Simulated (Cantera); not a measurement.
**Reactions in the system H-O-V**

Source: NASA polynomial tables (part measured, part estimated), evaluated in Cantera. Values are per mole of reaction as written; species without (g) are pure solids or liquids, kept so even where they would boil at 1 bar.

V2O4 + 4 H2O(g) = 4 H2O2(g) + 2 V

```json
[
 {"T (K)": "300", "ΔH° (kJ)": "1849.2", "ΔS° (J/K)": "136.9", "ΔG° (kJ)": "1808.1", "log10 K": "-314.81", "condensed phases": "V2O4(s), V(s)"},
 {"T (K)": "2173", "ΔH° (kJ)": "1684.4", "ΔS° (J/K)": "0.8", "ΔG° (kJ)": "1682.6", "log10 K": "-40.45", "condensed phases": "V2O4(l), V(s)"},
 {"T (K)": "2223", "ΔH° (kJ)": "1728.5", "ΔS° (J/K)": "20.9", "ΔG° (kJ)": "1681.9", "log10 K": "-39.52", "condensed phases": "V2O4(l), V(l)"},
 {"T (K)": "2273", "ΔH° (kJ)": "1726.8", "ΔS° (J/K)": "20.2", "ΔG° (kJ)": "1680.9", "log10 K": "-38.63", "condensed phases": "V2O4(l), V(l)"},
 {"T (K)": "2323", "ΔH° (kJ)": "1725.2", "ΔS° (J/K)": "19.5", "ΔG° (kJ)": "1679.9", "log10 K": "-37.77", "condensed phases": "V2O4(l), V(l)"},
 {"T (K)": "2373", "ΔH° (kJ)": "1723.6", "ΔS° (J/K)": "18.8", "ΔG° (kJ)": "1679.0", "log10 K": "-36.96", "condensed phases": "V2O4(l), V(l)"},
 {"T (K)": "2423", "ΔH° (kJ)": "1722.0", "ΔS° (J/K)": "18.2", "ΔG° (kJ)": "1678.0", "log10 K": "-36.17", "condensed phases": "V2O4(l), V(l)"},
 {"T (K)": "2473", "ΔH° (kJ)": "1720.4", "ΔS° (J/K)": "17.5", "ΔG° (kJ)": "1677.1", "log10 K": "-35.42", "condensed phases": "V2O4(l), V(l)"},
 {"T (K)": "2523", "ΔH° (kJ)": "1718.8", "ΔS° (J/K)": "16.8", "ΔG° (kJ)": "1676.3", "log10 K": "-34.70", "condensed phases": "V2O4(l), V(l)"},
 {"T (K)": "2573", "ΔH° (kJ)": "1717.1", "ΔS° (J/K)": "16.2", "ΔG° (kJ)": "1675.5", "log10 K": "-34.01", "condensed phases": "V2O4(l), V(l)"},
 {"T (K)": "2623", "ΔH° (kJ)": "1715.5", "ΔS° (J/K)": "15.6", "ΔG° (kJ)": "1674.7", "log10 K": "-33.35", "condensed phases": "V2O4(l), V(l)"}
]
```
